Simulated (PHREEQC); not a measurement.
Make-up at 25 °C: 0.41 mol H2SO4, 0.75 mol MgSO4 and 0.6 mol NaCl per kg of water. Closed to the air; pH follows from the charge balance.

Computed with PHREEQC (Pitzer model, pitzer.dat).

```
quantity                         before   after
-------------------------------  ------  ------
pH                                 0.48    1.28
SO4-2 (mol/kgw)                   0.648   0.144
HSO4- (mol/kgw)                   0.512  0.0883
SI of Mirabilite (Na2SO4:10H2O)   -1.60   -2.89
SI of Thenardite (Na2SO4)         -2.29   -3.79
```

Q: What was changed between the two runs?
A. diluted 2-fold with water
B. MgSO4 left out
C. 0.8 mol/kgw FeSO4 added
D. diluted 5-fold with water
E. MgSO4 from 0.75 to 0.15 mol/kgw

A: D, diluted 5-fold with water

No solid was allowed to form. In brines, pH and single-ion activities rest on the MacInnes convention.
